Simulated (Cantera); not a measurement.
Cantera run, input and output.

```python
import numpy as np
import cantera as ct

gas = ct.Solution("gri30.yaml")


def delay(T, t_max=10):
    gas.TPX = T, 42000, {'CH3OH': 1, 'O2': 2.34, 'N2': 8.81}
    reactor = ct.IdealGasConstPressureReactor(gas, clone=False)
    net = ct.ReactorNet([reactor])
    net.rtol, net.atol = 1e-8, 1e-16
    while net.time < t_max:
        t_old, T_old = net.time, reactor.T
        net.step()
        if reactor.T > T + 400:  # ignition: a rise of 400 K
            return t_old + (T + 400 - T_old) / (reactor.T - T_old) * (net.time - t_old)
    return np.nan


taus = []
for T in [1050, 1100, 1150, 1200, 1250, 1300, 1350, 1400, 1450, 1500]:
    taus.append(delay(T))
    print(f"T0 = {T:6g} K   tau = {taus[-1]:.4e} s")
```

Result:

```
T0 =   1050 K   tau = 3.9138e-01 s
T0 =   1100 K   tau = 1.3944e-01 s
T0 =   1150 K   tau = 5.4617e-02 s
T0 =   1200 K   tau = 2.3306e-02 s
T0 =   1250 K   tau = 1.0755e-02 s
T0 =   1300 K   tau = 5.3358e-03 s
T0 =   1350 K   tau = 2.8304e-03 s
T0 =   1400 K   tau = 1.5969e-03 s
T0 =   1450 K   tau = 9.5258e-04 s
T0 =   1500 K   tau = 5.9701e-04 s
```

Cantera simulation using GRI-Mech 3.0 (53 species, 325 reactions); the numbers are that mechanism's predictions, not measurements. GRI-Mech 3.0 was tuned for natural gas; its chemistry of methanol as a main component is partial and can be far from experiment.
